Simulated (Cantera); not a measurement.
Input: 1 mol SiCl4, 1.2 mol Cl2, 0.66 mol H2, at 625 K and 400000 Pa.

Cantera equilibrium calculation (NASA polynomials, part measured and part estimated; ideal gas, pure solids and liquids). Candidate condensed phases: Si; 19 gas species. Kinetics and transport are ignored.

Base state: HCl 0.462, SiCl4 0.350, Cl2 0.189 (mole fractions); condensed: gas only.

### Question
What changes in the equilibrium state with this change: temperature from 625 K to 1523.15 K?

### Answer
```csv
species,before,after
HCl,0.462,0.458
SiCl4,0.350,0.347
Cl2,0.189,0.180
Cl,1.14e-8,0.0145
SiCl3,<1e-9,1.74e-5
```
The tables' values for SiCl3 are old estimates; treat these amounts as uncertain.
